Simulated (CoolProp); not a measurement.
Computed with CoolProp (reference Helmholtz-energy equation of state, Jacobsen 1992).

### Question
Give the vapour pressure (kPa), liquid density (kg/m³), enthalpy of vaporisation (kJ/kg), vapour Z of saturated R11 at 436.7, 456.1 K.

### Answer
```tsv
T (K)	p (kPa)	liquid density (kg/m³)	enthalpy of vaporisation (kJ/kg)	vapour Z
436.7	2630	1030	97.0	0.630
456.1	3540	894	69.2	0.516
```
